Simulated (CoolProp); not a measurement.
Vapour-liquid equilibrium of propylene (1) + dimethyl ether (2) at 260 kPa; x and y are mole fractions of (1).

The numbers come from the multi-fluid Helmholtz-energy mixture model, Lemmon 2013 and Wu 2011; pair parameters Bell 2016 in CoolProp.

| x | bubble temperature (K) | y at the bubble point | dew temperature at overall composition x (K) | liquid density (mol/L) |
|---|---|---|---|---|
| 0.05 | 270.2 | 0.117 | 271.5 | 15.17 |
| 0.2 | 264.5 | 0.383 | 268.5 | 14.99 |
| 0.35 | 260.1 | 0.565 | 265.3 | 14.78 |
| 0.5 | 256.6 | 0.697 | 261.8 | 14.55 |
| 0.65 | 253.8 | 0.800 | 257.9 | 14.32 |
| 0.8 | 251.4 | 0.889 | 253.8 | 14.09 |
| 0.95 | 249.3 | 0.972 | 249.8 | 13.87 |

No azeotrope shows between x = 0.05 and 0.95.

Pair parameters are fitted to limited data, so mixtures are less certain than the pure fluids.
